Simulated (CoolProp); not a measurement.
A closed Brayton cycle with carbon dioxide: compressor inlet 325.15 K and 7.8 MPa, high pressure 24.2 MPa, turbine inlet 845 K, compressor efficiency 0.8, turbine efficiency 0.85, recuperator effectiveness 0.95 (on enthalpy, no pinch check). Each further row changes one setting.

Computed with CoolProp (reference Helmholtz-energy equation of state, Span 1996).

| case | thermal efficiency (%) | net work (kJ/kg) | compressor to turbine work | compressor exit (K) | turbine exit (K) |
|---|---|---|---|---|---|
| as stated | 32.5 | 75.9 | 0.47 | 425.9 | 716.0 |
| turbine inlet 795 K | 29.9 | 66.4 | 0.50 | 425.9 | 670.5 |
| compressor inlet 335.15 K | 30.6 | 68.8 | 0.52 | 442.2 | 716.0 |
| high pressure 20.6 MPa | 32.5 | 68.6 | 0.44 | 410.9 | 733.8 |
| recuperator effectiveness 0.5 | 19.8 | 75.9 | 0.47 | 425.9 | 716.0 |
